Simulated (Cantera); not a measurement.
Charge: 1 mol TiO₂, 1.7 mol CH₄, 4.3 mol H₂, at 10.0 mbar.

Cantera equilibrium calculation (NASA polynomials, part measured and part estimated; ideal gas, pure solids and liquids). Candidate condensed phases: C, C₆H₆, C₇H₈, C₈H₁₈, H₂O, Ti, TiC, TiO, TiO₂, Ti₂O₃, Ti₃O₅, Ti₄O₇; 113 gas species. Mutual solubility and eutectic melting of coexisting phases are not modelled. TiC, TiO: taken at fixed stoichiometry. Condensed phases not in the tables: solid solutions among these carbides, nitrides and lower oxides. Equilibrium is a limit: real reactors are often held back by kinetics, nucleation or transport. All values below are at 1500 °C.

Base state: H₂ 0.848, CO 0.149, H 0.00262, H₂O 5.99e-5 (mole fractions); condensed: TiC(s) + TiO(s).

Problem. What changes in the equilibrium state with this change: pressure from 10.0 mbar to 5.40 mbar?

Solution. 
| species | before | after |
|---|---|---|
| H₂ | 0.848 | 0.848 |
| CO | 0.149 | 0.149 |
| H | 0.00262 | 0.00356 |
| H₂O | 5.99e-5 | 4.40e-5 |
| TiC(s), mol | 0.350 | 0.350 |
| TiO(s), mol | 0.650 | 0.650 |
